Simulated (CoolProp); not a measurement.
Model: reference Helmholtz-energy equation of state, Setzmann 1991, in CoolProp.

Task: Give the vapour pressure (MPa), liquid cp (kJ/(kg K)), liquid viscosity (µPa s) of saturated methane at 161.3 K.

Result: 
| T (K) | p (MPa) | liquid cp (kJ/(kg K)) | liquid viscosity (µPa s) |
|---|---|---|---|
| 161.3 | 1.68 | 4.50 | 47.0 |

Viscosity comes from a separate model (Quiñones-Cisneros 2006).
